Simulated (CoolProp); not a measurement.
Vapour-liquid equilibrium of R13 (1) + isobutane (2) at 0.128 bar; x and y are mole fractions of (1).

Values from CoolProp's multi-fluid Helmholtz-energy mixture model, Platzer 1990 and Bücker 2006; pair parameters Bell 2016. This equation is an older, rougher fit; its heat capacities, sound speeds and derivatives of the liquid may be far off and weren't checked against measurements.

### Question
Give the bubble temperature and the first vapour's composition at x = 0.05, 0.5, 0.65. Is there an azeotrope?

### Answer
x = 0.05: -82.1 °C, y = 0.856; x = 0.5: -108.2 °C, y = 0.992; x = 0.65: -109.6 °C, y = 0.994. No azeotrope shows between x = 0.05 and 0.95.

The pair parameters rest on a limited set of measurements; away from them the model extrapolates. With so large a gap from Raoult's law the liquid may split in two, which this calculation doesn't test in full.
